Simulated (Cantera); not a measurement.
Input: 1 mol BaF₂, 0.35 mol H₂O, 120 mol H₂, held at 1.10 Pa.

These are equilibrium values from Cantera (NASA tables, ideal gas, pure condensed phases), not measurements of a reactor. Candidate condensed phases: Ba, BaF₂, BaO, Ba(OH)₂, H₂O; 27 gas species. Mutual solubility and eutectic melting of coexisting phases are not modelled. The numbers say what is thermodynamically allowed, not how fast it happens.

Which condensed phases are stable at each of these points (T (K)): 1200, 1250, 1300, 1350, 1400, 1450, 1500, 1550, 1600, 1650, 1700, 1750, 1800?


```csv
T (K),condensed phases,Ba condensed (%)
1200,BaF₂(s) + BaO(s),74.8
1250,BaO(s),0.9
1300,gas only,0.0
1350,gas only,0.0
1400,gas only,0.0
1450,gas only,0.0
1500,gas only,0.0
1550,gas only,0.0
1600,gas only,0.0
1650,gas only,0.0
1700,gas only,0.0
1750,gas only,0.0
1800,gas only,0.0
```

At 1200 K the condensed part is BaF₂(s) + BaO(s). At 1250 K the condensed part is BaO(s). From 1300 K to 1800 K nothing is condensed.
